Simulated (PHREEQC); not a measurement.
Consider water at 20 °C with 0.03 mol H2SO4, 0.22 mol NaCl and 0.00012 mol MgCl2 per kg of water. Closed to the air; pH follows from the charge balance.

The numbers come from PHREEQC with the ion-association model, wateq4f.dat.

Each row changes one thing in this solution. Precipitation was switched off in this run.

```
case                                                pH  ionic strength (mol/kgw)  HSO4- (mol/kgw)  SO4-2 (mol/kgw)  NaSO4- (mol/kgw)  SI of Mirabilite (Na2SO4:10H2O)  SI of Halite (NaCl)
------------------------------------------------  ----  ------------------------  ---------------  ---------------  ----------------  -------------------------------  -------------------
as made                                           1.44                     0.275           0.0143           0.0123           0.00340                            -2.78                -3.19
0.075 mol/kgw KBr added                           1.44                     0.350           0.0134           0.0122           0.00310                            -2.84                -3.21
diluted 2-fold with water                         1.71                     0.141          0.00588          0.00775           0.00136                            -3.42                -3.74
H2SO4 replaced by K2SO4 at the same molality      7.15                     0.294          4.99e-8           0.0221           0.00588                            -2.55                -3.20
diluted 5-fold with water                         2.06                    0.0580          0.00166          0.00396          0.000371                            -4.31                -4.47
MgCl2 left out                                    1.44                     0.275           0.0143           0.0123           0.00340                            -2.78                -3.19
H2SO4 replaced by (NH4)2SO4 at the same molality  5.54                     0.291          1.91e-6           0.0205           0.00551                            -2.58                -3.20
temperature from 20 to 70 °C                      1.52                     0.264           0.0210          0.00675           0.00223                            -5.17                -3.31
```

Complexes and solids missing from the database can't appear. Constants without temperature data keep their 25 °C values here.
